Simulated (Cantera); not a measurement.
Feed: 1 mol C2H4, 0.44 mol NH3, held at 1650 K and 10.0 mbar.

Equilibrium computed with Cantera from the NASA thermochemical tables; the gas is ideal and each condensed phase is pure. Candidate condensed phases: C, C6H6, C7H8, C8H18; 92 gas species. The numbers say what is thermodynamically allowed, not how fast it happens.

Base state: H2 0.922, N2 0.0760, H 0.000872, HCN 0.000731, C2H2 (acetylene) 4.21e-5, HNC 1.92e-5, CH4 1.13e-5 (mole fractions); condensed: C(graphite).

Problem. What changes in the equilibrium state with this change: NH3 from 0.44 to 0.043 mol?

Solution. 
| species | before | after |
|---|---|---|
| H2 | 0.922 | 0.989 |
| N2 | 0.0760 | 0.0102 |
| H | 0.000872 | 0.000903 |
| HCN | 0.000731 | 0.000277 |
| HNC | 1.92e-5 | 7.27e-6 |
| CH4 | 1.13e-5 | 1.30e-5 |
| C(graphite), mol | 2.00 | 2.00 |

Problem. What changes in the equilibrium state with this change: 0.16 mol O2 added?

Solution. 
| species | before | after |
|---|---|---|
| H2 | 0.922 | 0.830 |
| CO | 0 | 0.1000 |
| N2 | 0.0760 | 0.0684 |
| CH4 | 1.13e-5 | 9.16e-6 |
| C2H2 (acetylene) | 4.21e-5 | 3.79e-5 |
| HCN | 0.000731 | 0.000658 |
| HNC | 1.92e-5 | 1.73e-5 |
| H | 0.000872 | 0.000828 |
| C(graphite), mol | 2.00 | 1.68 |
Further candidate phases: H2O.

Problem. What changes in the equilibrium state with this change: pressure from 10.0 mbar to 7.00 bar?

Solution. 
```json
[
 {"species": "H2", "before": "0.922", "after": "0.915"},
 {"species": "N2", "before": "0.0760", "after": "0.0766"},
 {"species": "CH4", "before": "1.13e-5", "after": "0.00778"},
 {"species": "H", "before": "0.000872", "after": "3.28e-5"},
 {"species": "NH3", "before": "1.00e-7", "after": "6.96e-5"},
 {"species": "C2H4", "before": "2.82e-8", "after": "1.94e-5"},
 {"species": "C2H2 (acetylene)", "before": "4.21e-5", "after": "4.17e-5"},
 {"species": "C(graphite), mol", "before": "2.00", "after": "1.98"}
]
```
